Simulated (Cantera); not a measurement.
Feed: 1 mol CS₂, 0.043 mol H₂, at 0.0110 bar.

These are equilibrium values from Cantera (NASA tables, ideal gas, pure condensed phases), not measurements of a reactor. Candidate condensed phases: C, C₆H₆, C₇H₈, C₈H₁₈, S; 83 gas species. Equilibrium is a limit: real reactors are often held back by kinetics, nucleation or transport. All values below are at 1052 °C.

Base state: CS₂ 0.816, S₂ 0.141, H₂ 0.0300, H₂S 0.0112, CS 0.000594, SH 0.000480, S 1.47e-5 (mole fractions); condensed: C(graphite).

Q: What changes in the equilibrium state with this change: pressure from 0.0110 bar to 0.000470 bar?

A: 
```csv
species,before,after
CS₂,0.816,0.815
S₂,0.141,0.141
H₂,0.0300,0.0380
H₂S,0.0112,0.00293
CS,0.000594,0.00287
H,2.70e-6,1.47e-5
S,1.47e-5,7.08e-5
"C(graphite), mol",0.152,0.147
```
